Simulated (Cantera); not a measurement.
Feed: 1 mol B2H6, 0.12 mol O2, 0.1 mol H2, 32 mol N2, held at 21.0 Pa.

Equilibrium computed with Cantera from the NASA thermochemical tables; the gas is ideal and each condensed phase is pure. Candidate condensed phases: B, BN, B2O3, B3O3H3, H2O; 39 gas species. The feed counts by its element totals alone. The tables' values for BH2 are old estimates; treat these amounts as uncertain. The numbers say what is thermodynamically allowed, not how fast it happens.

Problem. At 1650 °C, list the 4 most abundant gas species with their mole fractions, and the condensed phases.

Solution. N2 0.895, H2 0.0793, H 0.0183, BO 0.00526. Condensed: BN(s).
